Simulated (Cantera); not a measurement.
A closed system holds: 1 mol CH₃SiH₃, 0.03 mol C₂H₂, 35 mol H₂, held at 270 Torr.

Method: chemical equilibrium by Gibbs-energy minimisation in Cantera with the NASA 1993 tables (ideal gas, pure condensed phases). Candidate condensed phases: C, C₆H₆, C₇H₈, C₈H₁₈, Si, SiC; 87 gas species. The feed counts by its element totals alone. Gases not in the tables: Si₂H₆ and higher silanes. Equilibrium is a limit: real reactors are often held back by kinetics, nucleation or transport.

x: gas mole fraction; n: condensed amount in mol.

| T (K) | x H₂ | x H | x CH₄ | x C₂H₂ (acetylene) | x Si | x SiH₂ | n SiC(s) | n C(graphite) |
|---|---|---|---|---|---|---|---|---|
| 1375 | 0.998 | 5.71e-6 | 0.00158 | 1.38e-6 | (withheld) | 1.25e-9 | 1.00 | 0 |
| 1450 | 0.999 | 1.58e-5 | 0.00119 | 4.87e-6 | (withheld) | 4.58e-9 | 1.00 | 0.0145 |
| 1525 | 0.999 | 3.94e-5 | 0.000820 | 1.21e-5 | (withheld) | 1.65e-8 | 1.000 | 0.0278 |
| 1600 | 0.999 | 9.06e-5 | 0.000587 | 2.75e-5 | (withheld) | 5.26e-8 | 1.000 | 0.0355 |
| 1675 | 0.999 | 0.000193 | 0.000433 | 5.80e-5 | (withheld) | 1.51e-7 | 1.000 | 0.0390 |
| 1750 | 0.999 | 0.000387 | 0.000328 | 0.000115 | (withheld) | 3.96e-7 | 1.000 | 0.0386 |
| 1825 | 0.999 | 0.000734 | 0.000255 | 0.000215 | (withheld) | 9.59e-7 | 1.000 | 0.0338 |
| 1900 | 0.998 | 0.00132 | 0.000202 | 0.000381 | (withheld) | 2.16e-6 | 1.000 | 0.0231 |
| 1975 | 0.997 | 0.00228 | 0.000162 | 0.000647 | (withheld) | 4.58e-6 | 1.000 | 0.00449 |
| 2050 | 0.995 | 0.00377 | 0.000111 | 0.000742 | (withheld) | 1.09e-5 | 0.999 | 0 |
| 2125 | 0.993 | 0.00603 | 7.62e-5 | 0.000794 | (withheld) | 2.52e-5 | 0.996 | 0 |

### Question
What belongs in the gaps?

### Answer

- 1375, x Si: 5.53e-12
- 1450, x Si: 5.09e-11
- 1525, x Si: 4.21e-10
- 1600, x Si: 2.85e-9
- 1675, x Si: 1.62e-8
- 1750, x Si: 7.94e-8
- 1825, x Si: 3.41e-7
- 1900, x Si: 1.30e-6
- 1975, x Si: 4.48e-6
- 2050, x Si: 1.68e-5
- 2125, x Si: 5.91e-5
